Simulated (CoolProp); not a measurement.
Properties of fluorine along the isotherm -193.75 °C.

Computed with CoolProp (reference Helmholtz-energy equation of state, de Reuck 1990).

| p (bar) | phase | density (kg/m³) | cp (kJ/(kg K)) | isothermal compressibility (1/MPa) |
|---|---|---|---|---|
| 0.414 | gas | 2.425 | 0.7954 | 24.59 |
| 0.669 | liquid | 1541 | 1.495 | (withheld) |
| 1.08 | liquid | 1541 | 1.495 | 0.001506 |
| 1.75 | liquid | 1541 | 1.495 | 0.001505 |
| 2.82 | liquid | 1541 | 1.494 | 0.001502 |
| 4.56 | liquid | 1541 | 1.494 | (withheld) |
| 7.37 | liquid | 1542 | 1.493 | 0.001492 |
| 11.9 | liquid | 1543 | 1.491 | 0.001481 |
| 19.2 | liquid | (withheld) | 1.489 | 0.001465 |
| 31.1 | liquid | 1548 | 1.485 | 0.001440 |
| 50.2 | liquid | 1552 | 1.479 | 0.001401 |
| 81.1 | liquid | 1558 | 1.470 | 0.001344 |
| 131 | liquid | 1568 | 1.457 | (withheld) |

**Question.** Complete the blanks.

**Answer.** 
- 0.669, isothermal compressibility (1/MPa): 0.001507
- 4.56, isothermal compressibility (1/MPa): 0.001498
- 19.2, density (kg/m³): 1545
- 131, isothermal compressibility (1/MPa): 0.001262
